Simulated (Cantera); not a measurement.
A perfectly stirred reactor is fed with H2 : O2 : N2 = 1 : 0.538 : 2.02 (molar parts), equivalence ratio 0.93, at 690 Torr; it is adiabatic with a 525 K inlet, and is followed from long to short residence time, starting on the burning branch (τ in s: 0.079, 0.032, 0.013, 0.0052, 0.0021, 0.00085, 0.00034, 0.00014, 5.6e-05, 2.3e-05).

Model: the H2/O2 subset of GRI-Mech 3.0, which has no nitrogen chemistry, integrated in Cantera.

x: mole fraction; the columns are a selection and need not sum to one.

| τ (s) | T (K) | x H2 | x O2 | x H2O | x H | x O | x OH | x H2O2 |
|---|---|---|---|---|---|---|---|---|
| 0.079 | 2448 | 0.0126 | 0.0155 | 0.303 | 0.00249 | 0.00155 | 0.0117 | 2.28e-7 |
| 0.032 | 2440 | 0.0131 | 0.0157 | 0.302 | 0.00270 | 0.00164 | 0.0120 | 2.26e-7 |
| 0.013 | 2424 | 0.0145 | 0.0162 | 0.300 | 0.00322 | 0.00187 | 0.0126 | 2.23e-7 |
| 0.0052 | 2387 | 0.0174 | 0.0174 | 0.295 | 0.00451 | 0.00241 | 0.0138 | 2.22e-7 |
| 0.0021 | 2317 | 0.0224 | 0.0195 | 0.286 | 0.00739 | 0.00353 | 0.0156 | 2.39e-7 |
| 0.00085 | 2208 | 0.0289 | 0.0227 | 0.273 | 0.0129 | 0.00543 | 0.0173 | 2.98e-7 |
| 0.00034 | 2061 | 0.0357 | 0.0267 | 0.257 | 0.0219 | 0.00807 | 0.0179 | 4.44e-7 |
| 0.00014 | ___ | 0.0415 | 0.0313 | 0.242 | 0.0340 | 0.0109 | 0.0168 | 7.90e-7 |
| 5.6e-5 | ___ | 0.0473 | 0.0374 | 0.225 | 0.0490 | 0.0132 | 0.0139 | 1.70e-6 |
| 2.3e-5 | ___ | 0.0606 | 0.0480 | 0.203 | 0.0612 | 0.0130 | 0.00991 | 3.69e-6 |

### Question
Fill in the missing entries.

### Answer

- 0.00014, T (K): 1893
- 5.6e-5, T (K): 1700
- 2.3e-5, T (K): 1496
